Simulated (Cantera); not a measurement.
Feed: 1 mol FeS2, 0.091 mol SO3, 9.1 mol CO2, 0.51 mol H2S, held at 1625 K and 0.133 bar.

Equilibrium computed with Cantera from the NASA thermochemical tables; the gas is ideal and each condensed phase is pure. Candidate condensed phases: C, C6H6, C7H8, C8H18, Fe, Fe(CO)5, FeO, Fe(OH)2, Fe(OH)3, FeS, FeSO4, FeS2, Fe2O3, Fe2(SO4)3, Fe3O4, H2O, H2SO4, S; 127 gas species. The tables' stoichiometric FeO is somewhat more stable than real wüstite, so its field is too wide. FeO: taken at fixed stoichiometry. Equilibrium is a limit: real reactors are often held back by kinetics, nucleation or transport.

Base state: CO2 0.498, CO 0.294, SO2 0.0951, S2 0.0606, H2O 0.0361, H2 0.00684, SO 0.00460, COS 0.00186 (mole fractions); condensed: FeO(s).

### Question
What changes in the equilibrium state with this change: SO3 from 0.091 to 0.96 mol?

### Answer
```tsv
species	before	after
CO2	0.498	0.513
CO	0.294	0.220
SO2	0.0951	0.165
S2	0.0606	0.0517
H2O	0.0361	0.0352
H2S	0.00128	0.000840
COS	0.00186	0.00129
FeO(s), mol	1.000	1.000
```
